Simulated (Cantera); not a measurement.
A closed system holds: 1 mol Si, 4.8 mol Br2, 10 mol HBr, at 1348.15 K and 2.00 mbar.

Equilibrium computed with Cantera from the NASA thermochemical tables; the gas is ideal and each condensed phase is pure. Candidate condensed phases: Br2, Si; 19 gas species. The tables' values for SiBr3 are old estimates; treat these amounts as uncertain. Kinetics and transport are ignored.

Base state: HBr 0.609, Br 0.317, SiBr4 0.0596, Br2 0.0135, SiBr3 0.000889, SiBr2 0.000447, H2 0.000360 (mole fractions); condensed: gas only.

### Question
What changes in the equilibrium state with this change: Br2 from 4.8 to 2.3 mol?

### Answer
```
species    before     after
-------  --------  --------
HBr         0.609     0.821
Br          0.317    0.0854
SiBr4      0.0596    0.0724
Br2        0.0135  0.000979
H2       0.000360   0.00900
SiHBr3    1.23e-6   2.77e-5
SiBr2    0.000447   0.00747
```
